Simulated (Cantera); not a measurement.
Input: 1 mol Si, 0.18 mol CO2, 2.1 mol CO, at 0.150 bar.

These are equilibrium values from Cantera (NASA tables, ideal gas, pure condensed phases), not measurements of a reactor. Candidate condensed phases: C, Si, SiC, SiO2; 20 gas species. The numbers say what is thermodynamically allowed, not how fast it happens. All values below are at 777 °C.

Base state: CO 0.970, CO2 0.0302 (mole fractions); condensed: C(graphite) + SiO2(β-quartz).

Q: What changes in the equilibrium state with this change: Si replaced by Ti?

A: 
```json
[
 {"species": "CO", "before": "0.970", "after": "0.970"},
 {"species": "CO2", "before": "0.0302", "after": "0.0302"},
 {"species": "C(graphite), mol", "before": "1.83", "after": "1.83"},
 {"species": "SiO2(β-quartz), mol", "before": "1.00", "after": "0"},
 {"species": "TiO2(rutile), mol", "before": "0", "after": "1.00"}
]
```
Further candidate phases: Ti, TiC, TiO, TiO2, Ti2O3, Ti3O5, Ti4O7.
